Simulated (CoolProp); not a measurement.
Values from CoolProp's reference Helmholtz-energy equation of state, Thol 2014.

For diethyl ether, give the phase and the density (kg/m³), cp (kJ/(kg K)), cv (kJ/(kg K)), isothermal compressibility (1/MPa) at 428.7 K and 87.1 bar.


- 428.7 K and 87.1 bar: liquid; density 554, cp 2.81, cv 2.07, isothermal compressibility 0.00855
